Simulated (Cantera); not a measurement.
A Cantera script and what it prints.

```python
import numpy as np
import cantera as ct

gas_names = """
    C CH CH2 CH3 CH2OH CH3O CH4 CH3OH CO CO2 COOH C2 C2H CHCO,ketyl C2H2,acetylene C2H2,vinylidene
    CH2CO,ketene C2H3,vinyl CH3CO,acetyl C2H4 C2H4O,ethylen CH3CHO,ethanal CH3COOH (HCOOH)2 C2H5 C2H6
    CH3OCH3 C2H5OH C2O C3 C3H3,propargyl C3H4,allene C3H4,propyne C3H4,cyclo- C3H5,allyl C3H6,propylene
    C3H6,cyclo- C3H6O C3H7,n-propyl C3H7,i-propyl C3H8 C3H8O,1propanol C3H8O,2propanol C3O2 C4 C4H2
    C4H4,1,3-cyclo- C4H6,butadiene C4H6,2-butyne C4H6,cyclo- C4H8,1-butene C4H8,cis2-buten
    C4H8,tr2-butene C4H8,isobutene C4H8,cyclo- (CH3COOH)2 C4H9,n-butyl C4H9,i-butyl C4H9,s-butyl
    C4H9,t-butyl C4H10,isobutane C4H10,n-butane C5 C5H6,1,3cyclo- C5H8,cyclo- C5H10,1-pentene
    C5H10,cyclo- C5H11,pentyl C5H11,t-pentyl C5H12,n-pentane C5H12,i-pentane CH3C(CH3)2CH3 C6H2
    C6H5,phenyl C6H5O,phenoxy C6H6 C6H5OH,phenol C6H10,cyclo- C6H12,1-hexene C6H12,cyclo- C6H13,n-hexyl
    C7H7,benzyl C7H8 C7H8O,cresol C7H14,1-heptene C7H15,n-heptyl C7H16,n-heptane C8H8,styrene
    C8H10,ethylbenz C8H16,1-octene C8H17,n-octyl C8H18,isooctane C8H18,n-octane C9H19,n-nonyl
    C10H8,naphthale C10H21,n-decyl C12H9,o-bipheny C12H10,bipheny H HCO HO2 H2 HCHO,formaldehy HCOOH H2O
    H2O2 O OH O2 O3 Si SiC SiC2 SiC4H12 SiH SiH2 SiH3 SiH4 SiO SiO2 Si2 Si2C Si3
""".split()
cond_names = """
    C(gr) C6H6(L) C7H8(L) C8H18(L),n-octa H2O(s) H2O(L) Si(cr) Si(L) SiC(b) SiO2(Lqz) SiO2(hqz) SiO2(L)
""".split()


def load(file, names, dense=False):
    # The tables refer to 1 bar. Condensed volumes are neglected.
    table = {s.name: s for s in ct.Species.list_from_file(file)}
    out = []
    for n in names:
        d = dict(table[n].input_data)
        d["thermo"] = dict(d["thermo"], **{"reference-pressure": 1e5})
        if dense:
            d["equation-of-state"] = {"model": "constant-volume", "density": "1e6 g/cm^3"}
        out.append(ct.Species.from_dict(d))
    return out


gas = ct.Solution(thermo="ideal-gas", species=load("nasa_gas.yaml", gas_names))
cond = {s.name: ct.Solution(thermo="fixed-stoichiometry", species=[s], name=s.name)
        for s in load("nasa_condensed.yaml", cond_names, dense=True)}
atoms = {
    'SiO2': {'Si': 1, 'O': 2},
    'C': {'C': 1},
    'H2': {'H': 2},
}
top_T = {'C(gr)': 4500, 'SiC(b)': 3050}  # K; cautious upper limits of use, not melting points


def equilibrate(T, P, feed):
    n = {}
    for name, mol in feed.items():
        for a, k in atoms[name].items():
            n[a] = n.get(a, 0.0) + k * mol
    gas.TPX = T, P, n
    mass = sum(n.values()) * gas.mean_molecular_weight
    gas.equilibrate("TP")
    valid = [c for c in cond.values() if c.min_temp <= T <= top_T.get(c.name, c.max_temp)]
    mix = ct.Mixture([(gas, mass / gas.mean_molecular_weight)] + [(c, 0.0) for c in valid])
    mix.T, mix.P = T, P
    mix.equilibrate("TP", solver="vcs", rtol=1e-11, max_steps=5000)
    return mix


results = []
feed = {'SiO2': 1, 'C': 2, 'H2': 10}  # mol
P = 1333.22  # Pa
for T in [925, 1075, 1225, 1375, 1525, 1675, 1825, 1975, 2125, 2275, 2425, 2575]:
    mix = equilibrate(T, P, feed)
    results.append((T, P, feed, dict(zip(mix.species_names, mix.species_moles))))

top = {s: max(r[3][s] / sum(r[3][g] for g in gas_names) for r in results) for s in gas_names}
cols = sorted((s for s in top if top[s] > 1e-05), key=lambda s: -top[s])[:9]
seen = [c for c in cond_names if any(r[3].get(c, 0) > 1e-12 for r in results)]
print("log10 of partial pressures in bar; condensed amounts in mol")
print(f"{'T/K':>10s}" + "".join(f"{s[:9]:>10s}" for s in cols + seen))
for T, P, feed, n in results:
    ng = sum(n[g] for g in gas_names)
    print(f"{T:10.4g}" + "".join(f"{np.log10(max(n[s] / ng * P / 1e5, 1e-99)):10.3f}" for s in cols)
          + "".join(f"{n.get(c, 0):10.4g}" for c in seen))
```

Output:

```
log10 of partial pressures in bar; condensed amounts in mol
       T/K        H2         H        CO        Si       SiO      Si2C       CH4      SiC2       SiH     C(gr)    SiC(b) SiO2(hqz)
       925    -1.876   -10.523    -8.193   -21.367   -12.615   -27.458    -4.397   -27.648   -20.140      1.97 2.443e-06         1
      1075    -1.875    -8.771    -5.797   -17.263    -9.591   -22.147    -5.097   -22.252   -16.637     1.992 0.0005997    0.9994
      1225    -1.878    -7.446    -3.996   -14.170    -7.319   -18.152    -5.639   -18.188   -14.001     1.884   0.03816    0.9618
      1375    -1.930    -6.430    -2.804   -11.616    -5.481   -14.901    -6.302   -15.161   -11.830         0    0.6656    0.3316
      1525    -1.938    -5.595    -2.795    -8.941    -3.699   -11.674    -7.398   -13.365    -9.447         0    0.6089    0.2177
      1675    -1.955    -4.912    -2.778    -7.261    -3.256    -9.547    -7.802   -11.385    -8.013         0       0.5         0
      1825    -1.956    -4.334    -2.779    -6.038    -3.257    -7.955    -7.935    -9.559    -6.990         0    0.4995         0
      1975    -1.960    -3.844    -2.779    -5.005    -3.262    -6.614    -8.049    -8.013    -6.128         0    0.4945         0
      2125    -1.971    -3.425    -2.776    -4.137    -3.297    -5.484    -8.145    -6.674    -5.411         0    0.4584         0
      2275    -2.000    -3.071    -2.756    -3.468    -3.477    -4.592    -8.181    -5.433    -4.883         0    0.2813         0
      2425    -2.052    -2.773    -2.738    -3.152    -3.916    -4.340    -8.252    -4.594    -4.704         0         0         0
      2575    -2.118    -2.519    -2.752    -3.101    -4.215    -4.923    -8.700    -4.778    -4.786         0         0         0
```

Equilibrium computed with Cantera from the NASA thermochemical tables; the gas is ideal and each condensed phase is pure. Mutual solubility and eutectic melting of coexisting phases are not modelled. The tables hold silica as quartz up to 1696 K and as liquid above; real silica turns to tridymite and cristobalite and melts near 1996 K. Gases not in the tables: Si2H6 and higher silanes.
